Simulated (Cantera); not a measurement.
CF₄ (fluorocarbon and chlorocarbon gases)

Feed: 1 mol CF₄, at 1.60 mbar.

Equilibrium computed with Cantera from the NASA thermochemical tables; the gas is ideal and each condensed phase is pure. Candidate condensed phases: C; 13 gas species. Gases not in the tables: C₂F₆ and larger saturated fluorocarbons. Kinetics and transport are ignored.

| T (°C) | x CF₄ | x F | x CF₂ | x CF₃ | x CF |
|---|---|---|---|---|---|
| 1400 | 0.990 | 0.00646 | 0.00296 | 0.000535 | 3.27e-7 |
| 1425 | 0.986 | 0.00888 | 0.00410 | 0.000689 | 5.71e-7 |
| 1450 | 0.981 | 0.0121 | 0.00561 | 0.000879 | 9.83e-7 |
| 1475 | 0.975 | 0.0163 | 0.00760 | 0.00111 | 1.66e-6 |
| 1500 | 0.967 | 0.0218 | 0.0102 | 0.00140 | 2.77e-6 |
| 1525 | 0.956 | 0.0289 | 0.0136 | 0.00174 | 4.56e-6 |
| 1550 | 0.942 | 0.0380 | 0.0179 | 0.00215 | 7.39e-6 |
| 1575 | 0.925 | 0.0494 | 0.0234 | 0.00263 | 1.18e-5 |
| 1600 | 0.903 | 0.0637 | 0.0302 | 0.00319 | 1.87e-5 |
| 1625 | 0.876 | 0.0815 | 0.0388 | 0.00382 | 2.92e-5 |
| 1650 | 0.843 | 0.103 | 0.0492 | 0.00454 | 4.50e-5 |
| 1675 | 0.803 | 0.129 | 0.0619 | 0.00533 | 6.86e-5 |
| 1700 | 0.756 | 0.161 | 0.0771 | 0.00618 | 0.000104 |
x: gas mole fraction; nothing condenses.

From 1400 °C to 1700 °C nothing is condensed. The main C-bearing gas is CF₄ throughout.
